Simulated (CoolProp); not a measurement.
Aqueous sodium chloride as a coolant, 6 % by mass, freezing at -3.7 °C, 1 atm.

Values from CoolProp's Melinder's fits for secondary coolants.

```json
[
 {"T (°C)": "-1.9", "viscosity (mPa s)": "2.04", "conductivity (W/(m K))": "0.554", "density (kg/m³)": "1046", "Prandtl number": "14.2"},
 {"T (°C)": "3.4", "viscosity (mPa s)": "1.73", "conductivity (W/(m K))": "0.564", "density (kg/m³)": "1045", "Prandtl number": "11.9"},
 {"T (°C)": "8.7", "viscosity (mPa s)": "1.48", "conductivity (W/(m K))": "0.573", "density (kg/m³)": "1044", "Prandtl number": "___"},
 {"T (°C)": "14", "viscosity (mPa s)": "1.28", "conductivity (W/(m K))": "___", "density (kg/m³)": "1043", "Prandtl number": "8.54"},
 {"T (°C)": "19.3", "viscosity (mPa s)": "1.12", "conductivity (W/(m K))": "0.591", "density (kg/m³)": "1041", "Prandtl number": "___"},
 {"T (°C)": "24.6", "viscosity (mPa s)": "0.993", "conductivity (W/(m K))": "0.600", "density (kg/m³)": "1040", "Prandtl number": "6.43"},
 {"T (°C)": "29.9", "viscosity (mPa s)": "0.888", "conductivity (W/(m K))": "0.609", "density (kg/m³)": "1038", "Prandtl number": "5.68"},
 {"T (°C)": "35.2", "viscosity (mPa s)": "0.802", "conductivity (W/(m K))": "___", "density (kg/m³)": "1036", "Prandtl number": "5.07"}
]
```

Problem. What belongs in the gaps?

Solution. 
- 8.7, Prandtl number: 10.0
- 14, conductivity (W/(m K)): 0.583
- 19.3, Prandtl number: 7.37
- 35.2, conductivity (W/(m K)): 0.617
